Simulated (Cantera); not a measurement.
A closed system holds: 1 mol Si2Cl6, 150 mol N2, equilibrated at 0.900 Torr.

These are equilibrium values from Cantera (NASA tables, ideal gas, pure condensed phases), not measurements of a reactor. Candidate condensed phases: Si, Si3N4; 13 gas species. The feed counts by its element totals alone. N2 is the only nitrogen source here; it is nearly inert below about 1500 K, so the nitride shown seldom forms there in practice. Rates play no part.

Task: Which condensed phases are stable at each of these points (T (°C)): 675, 700, 725, 750, 775, 800, 825, 850, 875, 900, 925, 950, 975, 1000?

Result: 
```
T (°C)  condensed phases  Si condensed (%)
------  ----------------  ----------------
675             Si3N4(s)              25.0
700             Si3N4(s)              24.9
725             Si3N4(s)              24.9
750             Si3N4(s)              24.8
775             Si3N4(s)              24.7
800             Si3N4(s)              24.5
825             Si3N4(s)              24.1
850             Si3N4(s)              23.4
875             Si3N4(s)              22.3
900             Si3N4(s)              20.6
925             Si3N4(s)              17.9
950             Si3N4(s)              13.7
975             Si3N4(s)               7.7
1000            gas only               0.0
```

From 675 °C to 975 °C the condensed part is Si3N4(s). At 1000 °C nothing is condensed.
